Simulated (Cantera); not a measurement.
**Moist CO burnout**

An isothermal, constant-pressure homogeneous reactor starts with CO : O₂ : H₂O : N₂ = 0.0042 : 0.0025 : 0.00039 : 1 (molar parts), equivalence ratio 0.84, at 1023 K and 100.0 Torr.

Computed with Cantera and GRI-Mech 3.0 (53 species, 325 reactions).

```tsv
t (s)	x CO	x O₂	x H₂O	x OH	x NO₂
1.00e-5	0.00417	0.00248	0.000387	<1e-12	<1e-12
3.53e-5	0.00417	0.00248	0.000387	<1e-12	<1e-12
0.000125	0.00417	0.00248	0.000387	<1e-12	<1e-12
0.000440	0.00417	0.00248	0.000387	<1e-12	<1e-12
0.00155	0.00417	0.00248	0.000387	<1e-12	<1e-12
0.00548	0.00417	0.00248	0.000387	<1e-12	<1e-12
0.0193	0.00417	0.00248	0.000387	<1e-12	<1e-12
0.0682	0.00417	0.00248	0.000387	3.40e-12	<1e-12
0.241	0.00417	0.00248	0.000387	1.58e-10	<1e-12
0.850	0.00345	0.00207	0.000340	4.01e-6	3.38e-12
3.00	0.000173	0.000485	0.000373	2.68e-6	2.79e-11
```
x: mole fraction; the columns are a selection and need not sum to one.

Equilibrium at this temperature and pressure: CO 7.56e-11, O₂ 0.000397, H₂O 0.000388, OH 3.85e-9, NO₂ 1.43e-9 (gas phase only).
